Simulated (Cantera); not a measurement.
Charge: 1 mol FeCl3, 7.2 mol O2, 0.18 mol H2, at 1123.15 K.

Cantera equilibrium calculation (NASA polynomials, part measured and part estimated; ideal gas, pure solids and liquids). Candidate condensed phases: Fe, FeCl2, FeCl3, FeO, Fe(OH)2, Fe(OH)3, Fe2O3, Fe3O4, H2O; 22 gas species. Rates play no part.

### Question
What share of the Fe ends up in condensed phases as a function of P (Pa), at 0.100, 1.60, 25, 400, 6300, 100000?

### Answer
```json
[
 {"P (Pa)": "0.100", "Fe condensed (%)": "36.8", "as": "Fe2O3(s)"},
 {"P (Pa)": "1.60", "Fe condensed (%)": "42.7", "as": "Fe2O3(s)"},
 {"P (Pa)": "25", "Fe condensed (%)": "74.8", "as": "Fe2O3(s)"},
 {"P (Pa)": "400", "Fe condensed (%)": "91.9", "as": "Fe2O3(s)"},
 {"P (Pa)": "6300", "Fe condensed (%)": "96.8", "as": "Fe2O3(s)"},
 {"P (Pa)": "100000", "Fe condensed (%)": "98.5", "as": "Fe2O3(s)"}
]
```
